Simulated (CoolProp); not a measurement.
Hexamethyldisiloxane (MM) at 568.11 K and 0.358 MPa is compressed adiabatically to 0.563 MPa with isentropic efficiency 0.7. Each further row changes one setting.

The numbers come from the reference Helmholtz-energy equation of state, Thol 2016 in CoolProp.

| case | work (kJ/kg) | final temperature (K) | final density (kg/m³) |
|---|---|---|---|
| as stated | ? | ? | 20.5 |
| efficiency 1 | ? | ? | ? |
| efficiency 0.65 | ? | ? | 20.5 |

Question: Fill in the missing entries.

Answer: 
- as stated, work (kJ/kg): 17.8
- as stated, final temperature (K): 577.6
- efficiency 1, work (kJ/kg): 12.4
- efficiency 1, final temperature (K): 575.2
- efficiency 1, final density (kg/m³): 20.7
- efficiency 0.65, work (kJ/kg): 19.1
- efficiency 0.65, final temperature (K): 578.2
